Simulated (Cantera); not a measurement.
Feed: 1 mol S, 0.56 mol O₂, at 2075 K and 10000 Pa.

These are equilibrium values from Cantera (NASA tables, ideal gas, pure condensed phases), not measurements of a reactor. Candidate condensed phases: S; 10 gas species. Kinetics and transport are ignored.

Base state: SO₂ 0.629, S₂ 0.233, SO 0.124, S 0.00779, S₂O 0.00680, O₂ 2.10e-5, O 1.69e-5 (mole fractions); condensed: gas only.

Task: What changes in the equilibrium state with this change: pressure from 10000 Pa to 101000 Pa?

Result: 
```
species   before    after
-------  -------  -------
SO₂        0.629    0.663
S₂         0.233    0.248
SO         0.124   0.0726
S₂O      0.00680   0.0131
O        1.69e-5  3.00e-6
O₂       2.10e-5  6.73e-6
S        0.00779  0.00253
```

Task: What changes in the equilibrium state with this change: 0.011 mol NH₃ added?

Result: 
```csv
species,before,after
SO₂,0.629,0.607
S₂,0.233,0.229
SO,0.124,0.121
H₂O,0,0.0133
N₂,0,0.00665
H₂,0,0.00462
SH,0,0.00273
H,0,0.000573
```
Further candidate phases: H₂O, H₂SO₄.

Task: What changes in the equilibrium state with this change: O₂ from 0.56 to 0.26 mol?

Result: 
```
species   before    after
-------  -------  -------
S₂         0.233    0.528
SO₂        0.629    0.339
SO         0.124    0.112
S        0.00779   0.0117
O₂       2.10e-5  7.51e-6
O        1.69e-5  1.01e-5
S₂O      0.00680  0.00924
```
